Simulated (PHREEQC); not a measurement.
**Hard or scaling water (model solution)**

Consider water at 74 °C with 23 mmol/kgw BaCl2, 16 mmol/kgw NaF and 0.00042 mmol/kgw H4SiO4. Closed to the air; pH follows from the charge balance.

Equilibrium calculation in PHREEQC: ion-association model, wateq4f.dat.

This is a speciation only: nothing precipitates in the calculation.

**Question.** Predict the pH.

**Answer.** pH 7.16.

Species that the database lacks are ignored. At this temperature some constants are extrapolated from 25 °C, and those without enthalpy data are left unchanged. SiF6-2 is the database's only silicon fluoride.
